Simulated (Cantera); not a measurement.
Cantera run:

```python
import numpy as np
import cantera as ct

gas_names = """
    H CS2 C2H2,acetylene
""".split()
cond_names = """
    Ni3S4(s) NiS2(s) NiS2(L)
""".split()


def load(file, names, dense=False):
    # The tables refer to 1 bar. Condensed volumes are neglected.
    table = {s.name: s for s in ct.Species.list_from_file(file)}
    out = []
    for n in names:
        d = dict(table[n].input_data)
        d["thermo"] = dict(d["thermo"], **{"reference-pressure": 1e5})
        if dense:
            d["equation-of-state"] = {"model": "constant-volume", "density": "1e6 g/cm^3"}
        out.append(ct.Species.from_dict(d))
    return out


species = {s.name: s for s in load("nasa_gas.yaml", gas_names) + load("nasa_condensed.yaml", cond_names)}
# Each term lists the table entries of one substance; the one whose range holds T is used.
reactions = {
    '2 Ni3S4 + 2 H(g) + 2 CS2(g) = C2H2(g) + 6 NiS2':
        [(-2, ['Ni3S4(s)']), (-2, ['H']), (-2, ['CS2']), (1, ['C2H2,acetylene']), (6, ['NiS2(s)', 'NiS2(L)'])],
}


def pick(names, T):
    return next(species[n] for n in names if species[n].thermo.min_temp <= T <= species[n].thermo.max_temp)


results = []
for label, terms in reactions.items():
    print(label)
    print("     T/K   dH/kJ  dS/(J/K)   dG/kJ   log10 K")
    for T in [300, 448, 473, 498, 523, 548, 573, 598]:
        used = [(nu, pick(names, T)) for nu, names in terms]
        dH = sum(nu * s.thermo.h(T) for nu, s in used) / 1e6
        dS = sum(nu * s.thermo.s(T) for nu, s in used) / 1e3
        dG = dH - T * dS / 1e3
        logK = -dG * 1e6 / (ct.gas_constant * T * np.log(10))
        results.append((label, T, dH, dS, dG, logK, [s.name for _, s in used]))
        print(f"{T:8g} {dH:8.1f} {dS:8.1f} {dG:8.1f} {logK:8.2f}")
```

Result:

```
2 Ni3S4 + 2 H(g) + 2 CS2(g) = C2H2(g) + 6 NiS2
     T/K   dH/kJ  dS/(J/K)   dG/kJ   log10 K
     300   -627.7   -445.6   -494.0    86.02
     448   -629.0   -448.7   -428.0    49.90
     473   -629.6   -449.9   -416.7    46.02
     498   -630.3   -451.4   -405.5    42.53
     523   -631.1   -453.0   -394.2    39.37
     548   -632.0   -454.7   -382.8    36.49
     573   -633.0   -456.5   -371.4    33.86
     598   -634.1   -458.4   -360.0    31.44
```

Standard-state values (1 bar) from the NASA 1993 polynomials, evaluated with Cantera. Condensed species are held in their standard states even where they would react or evaporate.
